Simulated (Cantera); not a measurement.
**Adiabatic ignition**

An adiabatic, constant-pressure homogeneous reactor starts with CO : H₂ : O₂ : N₂ = 1 : 0.051 : 0.7 : 1.8 (molar parts), at 1300 K and 0.464 atm.

Computed with Cantera and GRI-Mech 3.0 (53 species, 325 reactions).

```json
[
 {"t (s)": "8.00e-6", "T (K)": "1300", "x CO": "0.282", "x H₂": "0.0144", "x O₂": "0.197", "x O": "4.56e-8", "x NO": "<1e-12", "x H₂O₂": "1.55e-12"},
 {"t (s)": "2.95e-5", "T (K)": "1300", "x CO": "0.282", "x H₂": "0.0144", "x O₂": "0.197", "x O": "5.45e-7", "x NO": "<1e-12", "x H₂O₂": "3.47e-11"},
 {"t (s)": "0.000109", "T (K)": "1305", "x CO": "0.279", "x H₂": "0.0123", "x O₂": "0.194", "x O": "0.00190", "x NO": "1.73e-9", "x H₂O₂": "2.43e-7"},
 {"t (s)": "0.000400", "T (K)": "1894", "x CO": "0.151", "x H₂": "0.000977", "x O₂": "0.101", "x O": "0.0575", "x NO": "4.22e-5", "x H₂O₂": "5.29e-8"},
 {"t (s)": "0.00147", "T (K)": "2432", "x CO": "0.122", "x H₂": "0.000917", "x O₂": "0.0998", "x O": "0.0268", "x NO": "0.000772", "x H₂O₂": "1.47e-8"},
 {"t (s)": "0.00543", "T (K)": "2684", "x CO": "0.0981", "x H₂": "0.000701", "x O₂": "0.0900", "x O": "0.0154", "x NO": "0.00896", "x H₂O₂": "2.10e-8"},
 {"t (s)": "0.0200", "T (K)": "2683", "x CO": "0.0970", "x H₂": "0.000699", "x O₂": "0.0862", "x O": "0.0145", "x NO": "0.0164", "x H₂O₂": "2.11e-8"},
 {"t (s)": "0.0737", "T (K)": "2683", "x CO": "0.0969", "x H₂": "0.000699", "x O₂": "0.0861", "x O": "0.0144", "x NO": "0.0167", "x H₂O₂": "2.11e-8"},
 {"t (s)": "0.271", "T (K)": "2683", "x CO": "0.0969", "x H₂": "0.000699", "x O₂": "0.0861", "x O": "0.0144", "x NO": "0.0167", "x H₂O₂": "2.11e-8"},
 {"t (s)": "1.00", "T (K)": "2683", "x CO": "0.0969", "x H₂": "0.000699", "x O₂": "0.0861", "x O": "0.0144", "x NO": "0.0167", "x H₂O₂": "2.11e-8"}
]
```
x: mole fraction; the columns are a selection and need not sum to one.

```
Property                                                               Value
---------------------------------  -----------------------------------------
time of steepest temperature rise                                   0.153 ms
temperature at 1.00 s                                                 2683 K
equilibrium temperature                                               2683 K
x(CO) at 1.00 s                        0.0969 (gas-phase equilibrium 0.0969)
x(H₂) at 1.00 s                    0.000699 (gas-phase equilibrium 0.000699)
x(O₂) at 1.00 s                        0.0861 (gas-phase equilibrium 0.0861)
```
